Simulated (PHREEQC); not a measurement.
A solution holds 65 mmol/kgw AlCl3, at 50 °C. Closed to the air; pH follows from the charge balance.

Model: ion-association model, phreeqc.dat, run in PHREEQC.

This is a speciation only: nothing precipitates in the calculation.

### Question
What pH, density, specific conductance does the model give?

### Answer
pH 3.02; density 0.996 g/cm³; specific conductance 25600 µS/cm.

### Question
In which forms is Al present?

### Answer
Al+3 98 %, AlOH+2 1.8 % of the Al.

Species that the database lacks are ignored. At this temperature some constants are extrapolated from 25 °C, and those without enthalpy data are left unchanged.
